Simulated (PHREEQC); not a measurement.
Solution (20 °C): 0.039 mol NH4HS, 0.17 mol NaCl and 0.0075 mol FeCl2 per kg of water. Closed to the air; pH follows from the charge balance.

Computed with PHREEQC (ion-association model, wateq4f.dat).

Precipitation was switched off in this run.

What pH, activity of water does the model give?

pH 8.02; activity of water 0.993.

In which forms is S present?

HS- 46 %, Fe(HS)3- 38 %, Fe(HS)2 13 %, H2S 3.0 % of the S.

Saturation is exceeded, for instance for Mackinawite, FeS(ppt); the values hold only as long as no solid forms. The polysulfide entries of wateq4f.dat were taken out for this run.
